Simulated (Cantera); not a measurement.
A perfectly stirred reactor is fed with H₂ : O₂ : N₂ = 1.7 : 1 : 16 (molar parts), equivalence ratio 0.85, at 0.148 atm; it is held at 950 K, and followed from long to short residence time.

Computed with Cantera and GRI-Mech 3.0 (53 species, 325 reactions). The temperature is held fixed by assumption; the heat of reaction is taken as removed at once.

Question: What does this change do: temperature 950 to 1375 K?

Answer: 
```
quantity                 before     after
---------------------  --------  --------
x(H₂) at τ = 0.450 s    0.00187   0.00164
x(O₂) at τ = 0.450 s    0.00934   0.00904
x(O) at τ = 0.450 s     7.01e-5  0.000316
x(H₂O) at τ = 0.450 s    0.0931    0.0927
x(OH) at τ = 0.450 s    7.27e-5  0.000752
x(H₂) at τ = 20.0 ms     0.0101   0.00713
x(O₂) at τ = 20.0 ms     0.0140    0.0124
x(O) at τ = 20.0 ms    0.000401   0.00206
x(H₂O) at τ = 20.0 ms    0.0825    0.0820
x(OH) at τ = 20.0 ms   0.000228   0.00182
```

Question: What does this change do: N2 16 to 33 parts?

Answer: 
```tsv
quantity	before	after
x(H₂) at τ = 0.450 s	0.00187	0.00131
x(O₂) at τ = 0.450 s	0.00934	0.00500
x(O) at τ = 0.450 s	7.01e-5	6.49e-5
x(H₂O) at τ = 0.450 s	0.0931	0.0472
x(OH) at τ = 0.450 s	7.27e-5	5.52e-5
x(H₂) at τ = 20.0 ms	0.0101	0.00690
x(O₂) at τ = 20.0 ms	0.0140	0.00838
x(O) at τ = 20.0 ms	0.000401	0.000340
x(H₂O) at τ = 20.0 ms	0.0825	0.0398
x(OH) at τ = 20.0 ms	0.000228	0.000159
```
